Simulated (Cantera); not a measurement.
## Thermodynamics of halide evaporation, hydrolysis and transport, feed MgCl2 + O2 + H2

Feed: 1 mol MgCl2, 0.17 mol O2, 8.4 mol H2, held at 43.0 Pa.

These are equilibrium values from Cantera (NASA tables, ideal gas, pure condensed phases), not measurements of a reactor. Candidate condensed phases: H2O, Mg, MgCl2, MgO, Mg(OH)2; 22 gas species. The tables' values for MgH are old estimates; treat these amounts as uncertain. Condensed phases not in the tables: MgOHCl. The numbers say what is thermodynamically allowed, not how fast it happens.

```
T (°C)   x H2       x H   x HCl      x Mg  x MgCl2      x Cl     x H2O  n MgCl2(s)  n MgO(s)
------  -----  --------  ------  --------  -------  --------  --------  ----------  --------
627     0.904   5.36e-9  0.0762  1.11e-11   0.0200  4.41e-10   7.73e-7       0.481     0.340
727     0.857   1.01e-7  0.0723   4.35e-9   0.0702   7.96e-9   1.39e-6           0     0.340
827     0.857   1.15e-6  0.0723   1.95e-7   0.0702   8.72e-8   6.74e-6           0     0.340
927     0.857   8.81e-6  0.0723   4.63e-6   0.0702   6.44e-7   2.48e-5           0     0.340
1027    0.857   4.94e-5  0.0723   6.70e-5   0.0702   3.52e-6   7.43e-5           0     0.339
1127    0.856  0.000217  0.0732  0.000638   0.0697   1.53e-5  0.000195           0     0.338
1227    0.849  0.000782  0.0787   0.00378   0.0664   5.84e-5  0.000525           0     0.335
1327    0.831   0.00239  0.0937    0.0127   0.0576  0.000213   0.00172           0     0.324
1427    0.797   0.00635   0.115    0.0286   0.0444  0.000713   0.00617           0     0.280
1527    0.743    0.0149   0.134    0.0535   0.0311   0.00205    0.0203           0     0.136
1627    0.685    0.0317   0.149    0.0763   0.0180   0.00521    0.0325           0         0
1727    0.643    0.0629   0.158    0.0838  0.00792    0.0115    0.0314           0         0
1827    0.592     0.116   0.151    0.0856  0.00301    0.0217    0.0297           0         0
1927    0.523     0.196   0.131    0.0831  0.00103    0.0359    0.0271           0         0
```
x: gas mole fraction; n: condensed amount in mol.

At 627 °C the condensed part is MgCl2(s) + MgO(s). From 727 °C to 1527 °C the condensed part is MgO(s). From 1627 °C to 1927 °C nothing is condensed. The main Mg-bearing gas is MgCl2 at 627 °C and Mg at 1927 °C.
